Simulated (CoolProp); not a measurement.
Vapour-liquid equilibrium of n-hexane (1) + o-xylene (2) at 436.7 K; x and y are mole fractions of (1).

Model: multi-fluid Helmholtz-energy mixture model, Thol 2019 and Zhou 2012; pair parameters Bell 2016, in CoolProp.

```csv
x,bubble pressure (MPa),y at the bubble point,dew pressure at overall composition x (MPa),liquid density (mol/L)
0.05,0.2076,0.235,0.1717,7.023
0.2,0.3335,0.576,0.1997,6.878
0.35,0.4531,0.730,0.2381,6.720
0.5,0.5686,0.821,0.2941,6.548
0.65,0.6830,0.886,0.3826,6.358
0.8,0.8008,0.938,0.5378,6.146
0.95,0.9277,0.985,0.8324,5.904
```

No azeotrope shows between x = 0.05 and 0.95.

The pair parameters rest on a limited set of measurements; away from them the model extrapolates. The gap from Raoult's law changes sign with composition, which may be real or a fault of the pair parameters; it wasn't checked against measurements.
